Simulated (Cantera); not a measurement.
A perfectly stirred reactor is fed with H2 : O2 : N2 = 1.1 : 1 : 6 (molar parts), equivalence ratio 0.55, at 0.336 atm; it is held at 1175 K, and followed from long to short residence time.

Model: the H2/O2 subset of GRI-Mech 3.0, which has no nitrogen chemistry, integrated in Cantera. The temperature is held fixed by assumption; the heat of reaction is taken as removed at once.

Q: What does this change do: pressure from 0.336 atm to 0.237 atm?

A: 
| quantity | before | after |
|---|---|---|
| x(H2) at τ = 1.20 s | 0.000152 | 0.000184 |
| x(O2) at τ = 1.20 s | 0.0596 | 0.0596 |
| x(H) at τ = 1.20 s | 7.35e-6 | 1.47e-5 |
| x(H2O) at τ = 1.20 s | 0.145 | 0.145 |
| x(H2O2) at τ = 1.20 s | 4.92e-7 | 4.89e-7 |
| x(H2) at τ = 18.0 ms | 0.00220 | 0.00263 |
| x(O2) at τ = 18.0 ms | 0.0603 | 0.0604 |
| x(H) at τ = 18.0 ms | 0.000477 | 0.000941 |
| x(H2O) at τ = 18.0 ms | 0.143 | 0.142 |
| x(H2O2) at τ = 18.0 ms | 1.88e-6 | 1.55e-6 |

Q: What does this change do: H2 1.1 to 7.3 parts?

A: 
| quantity | before | after |
|---|---|---|
| x(H2) at τ = 1.20 s | 0.000152 | 0.398 |
| x(O2) at τ = 1.20 s | 0.0596 | 7.31e-5 |
| x(H) at τ = 1.20 s | 7.35e-6 | 0.00132 |
| x(H2O) at τ = 1.20 s | 0.145 | 0.150 |
| x(H2O2) at τ = 1.20 s | 4.92e-7 | 1.15e-9 |
| x(H2) at τ = 18.0 ms | 0.00220 | 0.392 |
| x(O2) at τ = 18.0 ms | 0.0603 | 0.000618 |
| x(H) at τ = 18.0 ms | 0.000477 | 0.0103 |
| x(H2O) at τ = 18.0 ms | 0.143 | 0.148 |
| x(H2O2) at τ = 18.0 ms | 1.88e-6 | 2.17e-9 |
